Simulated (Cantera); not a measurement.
A freely propagating, adiabatic, planar premixed flame of CH4 : C2H6 : O2 : N2 = 1 : 0.49 : 4.59 : 16.5 (molar parts), unburnt at 623 K and 10.0 bar; mixture-averaged transport, grid criteria slope 0.08 and curve 0.16, no radiation.

Model: GRI-Mech 3.0 (53 species, 325 reactions), integrated in Cantera. Burning velocities carry a grid error of a few per cent, more on coarse grids.

x: mole fraction of selected species; z is measured from the peak of heat release.

```
z (mm)   T (K)  u (m/s)     x CH4    x C2H6    x O2    x HCO    x C2H4    x CH2
-------  -----  -------  --------  --------  ------  -------  --------  -------
-0.166     624    0.632    0.0442    0.0217   0.203    <1e-8   1.75e-6    <1e-8
-0.111     630    0.638    0.0439    0.0216   0.202    <1e-8   1.12e-5    <1e-8
-0.0831    646    0.656    0.0432    0.0215   0.201    <1e-8         ?    <1e-8
-0.0554      ?    0.742    0.0403    0.0206   0.193    <1e-8         ?    <1e-8
-0.0277   1103     1.14    0.0280    0.0137   0.157  1.34e-7   0.00223    <1e-8
-0.0138   1485     1.55    0.0155   0.00499   0.118  6.23e-6   0.00330  1.49e-6
0         1861     1.95   0.00354  0.000196  0.0766  2.09e-5  0.000974  2.22e-5
0.0138    2042     2.13  0.000199   2.49e-7  0.0552  4.38e-6   2.50e-5  6.14e-6
0.0277    2124     2.20   6.59e-6     <1e-8  0.0479  2.35e-7   3.03e-7  3.06e-7
0.0554    2210     2.28   1.24e-8     <1e-8  0.0427  1.21e-8     <1e-8    <1e-8
0.111     2275     2.34     <1e-8     <1e-8  0.0397    <1e-8     <1e-8    <1e-8
0.222     2305     2.36     <1e-8     <1e-8  0.0385    <1e-8     <1e-8    <1e-8
0.443     2311     2.37     <1e-8     <1e-8  0.0382    <1e-8     <1e-8    <1e-8
```

Question: Fill in the missing entries.

Answer: 
- -0.0831, x C2H4: 4.91e-5
- -0.0554, T (K): 727
- -0.0554, x C2H4: 0.000321
